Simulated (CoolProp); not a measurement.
A simple Rankine cycle with n-hexane: condensing at 328.15 K, boiler at 1.07 MPa, turbine inlet 447 K, turbine efficiency 0.65, pump efficiency 0.8, no recuperator. Each further row changes one setting.

Values from CoolProp's reference Helmholtz-energy equation of state, Thol 2019.

```json
[
 {"case": "as stated", "thermal efficiency (%)": "11.6", "net work (kJ/kg)": "64.5", "heat in (kJ/kg)": "556", "turbine exit temperature (K)": "401.9", "volume ratio over the turbine": "19.2"},
 {"case": "turbine inlet 467 K", "thermal efficiency (%)": "11.3", "net work (kJ/kg)": "69.1", "heat in (kJ/kg)": "609", "turbine exit temperature (K)": "423.9", "volume ratio over the turbine": "(withheld)"},
 {"case": "condensing temperature 320.15 K", "thermal efficiency (%)": "12.4", "net work (kJ/kg)": "71.2", "heat in (kJ/kg)": "575", "turbine exit temperature (K)": "398.4", "volume ratio over the turbine": "(withheld)"},
 {"case": "boiler pressure 0.749 MPa", "thermal efficiency (%)": "10.4", "net work (kJ/kg)": "59.2", "heat in (kJ/kg)": "570", "turbine exit temperature (K)": "410.8", "volume ratio over the turbine": "12.4"},
 {"case": "turbine efficiency 0.55", "thermal efficiency (%)": "9.8", "net work (kJ/kg)": "54.3", "heat in (kJ/kg)": "556", "turbine exit temperature (K)": "(withheld)", "volume ratio over the turbine": "(withheld)"}
]
```

Question: Complete the blanks.

Answer: 
- turbine inlet 467 K, volume ratio over the turbine: 18.4
- condensing temperature 320.15 K, volume ratio over the turbine: 25.4
- turbine efficiency 0.55, turbine exit temperature (K): 406.6
- turbine efficiency 0.55, volume ratio over the turbine: 19.5
